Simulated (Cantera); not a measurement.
Feed: 1 mol TEOS, 1.6 mol CO2, 0.54 mol H2, at 327 °C and 110 Pa.

Equilibrium computed with Cantera from the NASA thermochemical tables; the gas is ideal and each condensed phase is pure. Candidate condensed phases: C, C6H6, C7H8, C8H18, H2O, Si, SiC, SiO2; 123 gas species. The feed counts by its element totals alone. The numbers say what is thermodynamically allowed, not how fast it happens.

Base state: H2 0.631, H2O 0.194, CO2 0.120, CH4 0.0413, CO 0.0137 (mole fractions); condensed: C(graphite) + SiO2(α-quartz).

### Question
What changes in the equilibrium state with this change: pressure from 110 Pa to 12.0 Pa?

### Answer
```csv
species,before,after
H2,0.631,0.729
CO2,0.120,0.140
H2O,0.194,0.0802
CH4,0.0413,0.00601
CO,0.0137,0.0450
"C(graphite), mol",7.57,7.15
"SiO2(α-quartz), mol",1.00,1.00
```

### Question
What changes in the equilibrium state with this change: temperature from 327 °C to 1402 °C?

### Answer
| species | before | after |
|---|---|---|
| H2 | 0.631 | 0.592 |
| CO | 0.0137 | 0.404 |
| H | <1e-9 | 0.00269 |
| H2O | 0.194 | 1.46e-7 |
| CO2 | 0.120 | 3.01e-8 |
| CH4 | 0.0413 | 4.64e-7 |
| SiO | <1e-9 | 0.00152 |
| C2H2 (acetylene) | <1e-9 | 3.44e-5 |
| C(graphite), mol | 7.57 | 1.45 |
| SiO2(α-quartz), mol | 1.00 | 0 |
| SiC(s), mol | 0 | 0.973 |

### Question
What changes in the equilibrium state with this change: temperature from 327 °C to 977 °C?

### Answer
| species | before | after |
|---|---|---|
| H2 | 0.631 | 0.670 |
| CO | 0.0137 | 0.330 |
| SiO | <1e-9 | 4.63e-5 |
| H2O | 0.194 | 3.66e-6 |
| CO2 | 0.120 | 1.16e-6 |
| CH4 | 0.0413 | 5.42e-6 |
| H | <1e-9 | 1.19e-5 |
| C(graphite), mol | 7.57 | 4.40 |
| SiO2(α-quartz), mol | 1.00 | 0 |
| SiO2(β-quartz), mol | 0 | 0.999 |
The tables hold silica as quartz up to 1696 K and as liquid above; real silica turns to tridymite and cristobalite and melts near 1996 K.
